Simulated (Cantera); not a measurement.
# Hydrocarbon pyrolysis for carbon deposition

An isothermal, constant-pressure homogeneous reactor starts with 26.3 % C2H6, 73.7 % H2, at 1475 K and 0.987 atm.

Model: GRI-Mech 3.0 (53 species, 325 reactions), integrated in Cantera. GRI-Mech 3.0 stops at C3 and has no aromatics, soot or wall deposition, so with more carbon than oxygen in the feed, carbon stays in small species such as C2H2 where larger ones or solid carbon would form.

```tsv
t (s)	x C2H6	x H2	x C2H2	x C2H	x C2H4
2.00e-5	0.226	0.736	8.41e-5	2.45e-11	0.0216
8.12e-5	0.117	0.732	0.00217	6.86e-10	0.0868
0.000330	0.0146	0.728	0.0164	3.59e-9	0.134
0.00134	0.00117	0.732	0.0393	2.81e-9	0.116
0.00544	0.000497	0.739	0.0702	3.47e-9	0.0788
0.0221	0.000236	0.745	0.104	3.92e-9	0.0379
0.0896	0.000178	0.741	0.109	3.61e-9	0.0286
0.364	0.000171	0.724	0.102	3.03e-9	0.0265
1.48	0.000166	0.700	0.0926	2.40e-9	0.0235
6.00	0.000165	0.694	0.0902	2.27e-9	0.0227
```
x: mole fraction; the columns are a selection and need not sum to one.

Equilibrium at this temperature and pressure: C2H6 0.000165, H2 0.694, C2H2 0.0902, C2H 2.27e-9, C2H4 0.0227 (gas phase only).
